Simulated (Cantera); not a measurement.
Charge: 1 mol CH₃Cl, 0.12 mol HCl, 0.077 mol H₂, equilibrated at 1602 °C and 0.260 bar.

Method: chemical equilibrium by Gibbs-energy minimisation in Cantera with the NASA 1993 tables (ideal gas, pure condensed phases). Candidate condensed phases: C, C₆H₆, C₇H₈, C₈H₁₈; 91 gas species. Rates play no part.

### Question
What is the equilibrium state?

### Answer
| Quantity | Result |
|---|---|
| x(HCl) | 0.509 |
| x(H₂) | 0.490 |
| x(H) | 0.000899 |
| x(Cl) | 0.000708 |
| x(C₂H₂ (acetylene)) | 0.000155 |
| x(CH₄) | 3.77e-5 |
| x(CH₃) | 1.39e-6 |
| n(C(graphite)) | 0.999 mol |
| gas amount | 2.199 mol |
